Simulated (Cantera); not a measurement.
Input: 1 mol SiCl4, a varied amount of H2, held at 1373 K and 360 Torr.

Equilibrium computed with Cantera from the NASA thermochemical tables; the gas is ideal and each condensed phase is pure. Candidate condensed phases: Si; 19 gas species. The tables' values for SiCl3 are old estimates; treat these amounts as uncertain. Equilibrium is a limit: real reactors are often held back by kinetics, nucleation or transport.

Q: At 190 mol H2, list the 4 most abundant gas species with their mole fractions, and the condensed phases.

A: H2 0.981, HCl 0.0182, SiCl2 0.000970, SiHCl3 9.23e-5. Condensed: Si(s).
